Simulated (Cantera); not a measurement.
Mixture: H2 : O2 : N2 = 1 : 0.333 : 1.25 (molar parts), equivalence ratio 1.5, at 0.420 bar, adiabatic and at constant pressure. Ignition delay is the time to a rise of 400 K.

Model: the H2/O2 subset of GRI-Mech 3.0, which has no nitrogen chemistry, integrated in Cantera. Where the delays flatten at high temperature, the 400 K rule measures the pace of heat release, not the induction time.

```tsv
quantity	before	after
delay at 1050 K	0.292 ms	0.148 ms
delay at 1200 K	0.120 ms	44.9 µs
delay at 1350 K	74.0 µs	23.4 µs
delay at 1500 K	60.8 µs	16.0 µs
```

Problem. Which change was made?
(A) pressure from 0.420 bar to 13.0 bar
(B) O2 0.333 to 0.15 parts
(C) H2 1 to 0.43 parts
(D) pressure from 0.420 bar to 1.10 bar

Solution. D, pressure from 0.420 bar to 1.10 bar
